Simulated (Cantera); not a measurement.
## Hydrogen reduction and annealing atmospheres: V2O5 + H2

A closed system holds: 1 mol V2O5, a varied amount of H2, equilibrated at 68.0 Pa.

Equilibrium computed with Cantera from the NASA thermochemical tables; the gas is ideal and each condensed phase is pure. Candidate condensed phases: H2O, V, VO, V2O3, V2O4, V2O5; 12 gas species. Mutual solubility and eutectic melting of coexisting phases are not modelled. VO: taken at fixed stoichiometry. Condensed phases not in the tables: the oxides between V2O3 and V2O5 other than VO2. Rates play no part.

Stable condensed phases:

```
T in K \ n(H2) in mol
         0.71  1.2  2.2  3.8  6.5   11   20   34   60  100  180
   2000     A    A    A    A    A    A    A    A    B    C    C
   1925     D    E    A    A    A    A    A    A    A    B    C
   1850     D    E    A    A    A    A    A    A    A    A    C
   1775     D    E    A    A    A    A    A    A    A    A    B
   1700     D    E    A    A    A    A    A    A    A    A    A
   1625     D    E    A    A    A    A    A    A    A    A    A
   1550     D    E    A    A    A    A    A    A    A    A    A
   1475     D    E    A    A    A    A    A    A    A    A    A
   1400     D    E    A    A    A    A    A    A    A    A    A
   1325     D    E    A    A    A    A    A    A    A    A    A
   1250     D    E    A    A    A    A    A    A    A    A    A
   1175     D    E    A    A    A    A    A    A    A    A    A
```

A: V2O3; B: VO + V2O3; C: VO; D: V2O4; E: V2O3 + V2O4.
